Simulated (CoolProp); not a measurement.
Values from CoolProp's reference Helmholtz-energy equation of state, McLinden 2015.

**Question.** Give the vapour pressure (MPa), liquid density (kg/m³), enthalpy of vaporisation (kJ/kg) of saturated the fluoroketone C6F12O (FK-5-1-12) at 223.1, 243.1, 249.7 K.

**Answer.** 
```json
[
 {"T (K)": "223.1", "p (MPa)": "0.000411", "liquid density (kg/m³)": "1810", "enthalpy of vaporisation (kJ/kg)": "115"},
 {"T (K)": "243.1", "p (MPa)": "0.00199", "liquid density (kg/m³)": "1760", "enthalpy of vaporisation (kJ/kg)": "110"},
 {"T (K)": "249.7", "p (MPa)": "0.00313", "liquid density (kg/m³)": "1740", "enthalpy of vaporisation (kJ/kg)": "108"}
]
```
